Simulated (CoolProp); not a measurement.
Vapour-liquid equilibrium of n-hexane (1) + hexamethyldisiloxane (MM) (2) at 328.5 K; x and y are mole fractions of (1).

Values from CoolProp's multi-fluid Helmholtz-energy mixture model, Thol 2019 and Thol 2016; pair parameters Bell 2016.

**Question.** Give the bubble pressure and the first vapour's composition at x = 0.05, 0.35, 0.65. Is there an azeotrope?

**Answer.** x = 0.05: 23.67 kPa, y = 0.122; x = 0.35: 34.56 kPa, y = 0.585; x = 0.65: 47.45 kPa, y = 0.845. No azeotrope shows between x = 0.05 and 0.95.

The pair parameters rest on a limited set of measurements; away from them the model extrapolates.
